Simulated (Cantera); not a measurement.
## Fe2O3 + SO3 + H2O (roasting and sulfation)

Feed: 1 mol Fe2O3, 0.19 mol SO3, 0.1 mol H2O, held at 775 K and 69.8 Torr.

Method: chemical equilibrium by Gibbs-energy minimisation in Cantera with the NASA 1993 tables (ideal gas, pure condensed phases). Candidate condensed phases: Fe, FeO, Fe(OH)2, Fe(OH)3, FeS, FeSO4, FeS2, Fe2O3, Fe2(SO4)3, Fe3O4, H2O, H2SO4, S; 22 gas species. The numbers say what is thermodynamically allowed, not how fast it happens.

The x(H2O) is 0.986 and the x(SO2) is 0.00568. The x(SO3) is 0.00513. The x(O2) comes out as 0.00284, the x(H2SO4) is 4.92e-5 and the n(Fe2O3(s)) is 0.937 mol. The n(Fe2(SO4)3(s)) is 0.0630 mol and the gas amount is 0.1014 mol. The log10 activity of FeSO4(s) (absent) comes out as -0.89. The log10 activity of H2SO4(l) (absent) is -6.29. The log10 activity of Fe(OH)3(s) (absent) is -9.19.
